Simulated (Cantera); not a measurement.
Input (Python, Cantera) and output of one run.

```python
import numpy as np
import cantera as ct

gas_names = """
    B BH BH2 BH3 BN B2 H H2 N NH NH2 NH3 N2 N2H2 N2H4
""".split()
cond_names = """
    B(b) B(L) BN(s)
""".split()


# ... load() reads the species with a 1 bar reference pressure and builds the phases ...
atoms = {
    'B2H6': {'B': 2, 'H': 6},
    'N2': {'N': 2},
}
top_T = {'BN(s)': 3200}  # K; cautious upper limits of use, not melting points


# ... equilibrate(T, P, feed) seeds the gas with the atoms and calls Mixture.equilibrate('TP', solver="vcs", rtol=1e-11, max_steps=5000) ...
results = []
feed = {'B2H6': 1, 'N2': 5.4}  # mol
T = 900  # K
P = 27000  # Pa
mix = equilibrate(T, P, feed)
results.append((T, P, feed, dict(zip(mix.species_names, mix.species_moles))))
print(gas.report(threshold=0.0001))
for i in range(1, mix.n_phases):
    print(f"{mix.phase(i).name:16s} {mix.phase_moles(i):12.5e} mol")
```

Result:

```
       temperature   900 K
          pressure   27000 Pa
           density   0.063054 kg/m^3
  mean mol. weight   17.475 kg/kmol
   phase of matter   gas

                          1 kg             1 kmol
                     ---------------   ---------------
          enthalpy          1.03e+06        1.7999e+07  J
   internal energy        6.0177e+05        1.0516e+07  J
           entropy             12375        2.1626e+05  J/K
    Gibbs function       -1.0108e+07       -1.7663e+08  J
 heat capacity c_p            1788.3             31251  J/K
 heat capacity c_v            1312.5             22936  J/K

                      mass frac. Y      mole frac. X     chem. pot. / RT
                     ---------------   ---------------   ---------------
                H2           0.04676           0.40533           -19.462
                N2           0.95318            0.5946           -26.426
     [  +13 minor]        6.3423e-05        6.5078e-05

B(b)              0.00000e+00 mol
BN(s)             2.00000e+00 mol
```

Cantera equilibrium calculation (NASA polynomials, part measured and part estimated; ideal gas, pure solids and liquids). The feed counts by its element totals alone. N2 is the only nitrogen source here; it is nearly inert below about 1500 K, so the nitride shown seldom forms there in practice.
